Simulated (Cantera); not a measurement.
# Boron, boron nitride and boron oxide: borazine + O2 + H2

Feed: 1 mol borazine, 0.35 mol O2, 0.18 mol H2, held at 1.00 bar.

Equilibrium computed with Cantera from the NASA thermochemical tables; the gas is ideal and each condensed phase is pure. Candidate condensed phases: B, BN, B2O3, B3O3H3, H2O; 39 gas species. The feed counts by its element totals alone. Mutual solubility and eutectic melting of coexisting phases are not modelled. The tables' values for BH2 are old estimates; treat these amounts as uncertain. Gases not in the tables: H3BO3. Kinetics and transport are ignored.

```tsv
T (°C)	x H2	x HBO	x N2	x HBO2	x B2O3	x B2O2	x BO	n BN(s)	n B2O3(l)
675	0.929	2.93e-10	0.0671	5.05e-7	<1e-12	<1e-12	<1e-12	2.54	0.229
775	0.929	1.02e-8	0.0672	4.09e-6	2.99e-11	<1e-12	<1e-12	2.54	0.229
875	0.929	1.88e-7	0.0673	2.25e-5	1.55e-9	1.00e-12	<1e-12	2.54	0.229
975	0.929	2.15e-6	0.0673	9.20e-5	4.15e-8	8.47e-11	4.14e-11	2.54	0.229
1075	0.929	1.69e-5	0.0673	0.000301	6.68e-7	3.64e-9	1.35e-9	2.54	0.229
1175	0.929	9.95e-5	0.0673	0.000825	7.19e-6	9.18e-8	2.68e-8	2.54	0.228
1275	0.927	0.000461	0.0671	0.00196	5.61e-5	1.51e-6	3.59e-7	2.54	0.225
1375	0.924	0.00176	0.0669	0.00416	0.000336	1.74e-5	3.48e-6	2.54	0.217
1475	0.915	0.00572	0.0667	0.00799	0.00163	0.000150	2.58e-5	2.54	0.199
1575	0.892	0.0161	0.0667	0.0141	0.00656	0.00102	0.000153	2.53	0.153
1675	0.837	0.0398	0.0680	0.0230	0.0227	0.00558	0.000750	2.50	0.0283
1775	0.809	0.0610	0.0736	0.0168	0.0218	0.0117	0.00211	2.45	0
1875	0.789	0.0795	0.0795	0.00994	0.0145	0.0178	0.00474	2.40	0
1975	0.771	0.0934	0.0841	0.00521	0.00784	0.0222	0.00913	2.35	0
```
x: gas mole fraction; n: condensed amount in mol.

From 675 °C to 1675 °C the condensed part is BN(s) + B2O3(l). From 1775 °C to 1975 °C the condensed part is BN(s).
